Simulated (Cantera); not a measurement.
A Cantera script and its output.

```python
import numpy as np
import cantera as ct

gas = ct.Solution("gri30.yaml")
gas.TPX = 1775, 101325, {'CH4': 1.5, 'O2': 5.71, 'N2': 21.5, 'H2O': 1.8}
reactor = ct.IdealGasReactor(gas, energy="on", clone=False)
net = ct.ReactorNet([reactor])
net.rtol, net.atol = 1e-08, 1e-16
show = ['CH4', 'O2', 'H2O', 'HCO', 'CH3', 'C2H4', 'CO2']
times = np.geomspace(3e-06, 2, 14)

steps = ct.SolutionArray(gas, extra=["t"])
rows = []
print(f"{'t/s':>10s}{'T/K':>9s}{'P/Pa':>11s}" + "".join(f"{s:>11s}" for s in show))
for t in times:
    while net.time < t:
        t_next = net.step()
        steps.append(gas.state, t=t_next)
    rows.append([np.interp(t, steps.t, y) for y in (steps.T, steps.P, *steps(*show).X.T)])
    print(f"{t:10.3e}{rows[-1][0]:9.1f}{rows[-1][1]:11.4g}" + "".join(f"{x:11.3e}" for x in rows[-1][2:]))
rate = np.gradient(steps.T, steps.t)
print("integrator steps:", len(steps.t))
if steps.T.max() > steps.T[0] + 200:
    print(f"time of steepest temperature rise: {steps.t[rate.argmax()]:.4e} s")
gas.TPX = 1775, 101325, {'CH4': 1.5, 'O2': 5.71, 'N2': 21.5, 'H2O': 1.8}
gas.equilibrate("UV")
print(f"equilibrium (UV): T = {gas.T:.1f} K  " + "  ".join(f"{s} {gas[s].X[0]:.3e}" for s in show))
```

Result:

```
       t/s      T/K       P/Pa        CH4         O2        H2O        HCO        CH3       C2H4        CO2
 3.000e-06   1774.9  1.013e+05  4.915e-02  1.871e-01  5.900e-02  3.083e-11  1.570e-05  6.516e-10  6.247e-10
 8.416e-06   1774.8  1.013e+05  4.911e-02  1.871e-01  5.901e-02  3.822e-10  5.337e-05  2.910e-08  1.090e-08
 2.361e-05   1774.5  1.013e+05  4.892e-02  1.871e-01  5.910e-02  6.526e-09  1.960e-04  1.153e-06  2.512e-07
 6.624e-05   1777.6  1.015e+05  4.709e-02  1.860e-01  6.019e-02  3.674e-07  1.031e-03  7.541e-05  1.516e-05
 1.858e-04   2621.5  1.533e+05  2.876e-17  8.617e-02  1.335e-01  7.893e-09  3.437e-16  3.763e-26  3.606e-02
 5.213e-04   2686.7  1.564e+05  3.149e-17  8.493e-02  1.371e-01  5.307e-09  3.243e-16  2.704e-26  3.841e-02
 1.462e-03   2679.8  1.559e+05  3.056e-17  8.258e-02  1.375e-01  5.109e-09  3.090e-16  2.542e-26  3.856e-02
 4.103e-03   2670.3  1.552e+05  2.929e-17  7.940e-02  1.381e-01  4.848e-09  2.887e-16  2.328e-26  3.876e-02
 1.151e-02   2666.7   1.55e+05  2.881e-17  7.821e-02  1.383e-01  4.752e-09  2.813e-16  2.251e-26  3.884e-02
 3.229e-02   2666.6   1.55e+05  2.880e-17  7.818e-02  1.383e-01  4.750e-09  2.811e-16  2.249e-26  3.884e-02
 9.058e-02   2666.6   1.55e+05  2.880e-17  7.818e-02  1.383e-01  4.750e-09  2.811e-16  2.249e-26  3.884e-02
 2.541e-01   2666.6   1.55e+05  2.880e-17  7.818e-02  1.383e-01  4.750e-09  2.811e-16  2.249e-26  3.884e-02
 7.129e-01   2666.6   1.55e+05  2.880e-17  7.818e-02  1.383e-01  4.750e-09  2.811e-16  2.249e-26  3.884e-02
 2.000e+00   2666.6   1.55e+05  2.880e-17  7.818e-02  1.383e-01  4.750e-09  2.811e-16  2.249e-26  3.884e-02
integrator steps: 1645
time of steepest temperature rise: 1.1691e-04 s
equilibrium (UV): T = 2666.6 K  CH4 4.069e-17  O2 7.818e-02  H2O 1.383e-01  HCO 4.750e-09  CH3 3.971e-16  C2H4 2.666e-26  CO2 3.884e-02
```

Model: GRI-Mech 3.0 (53 species, 325 reactions), integrated in Cantera.
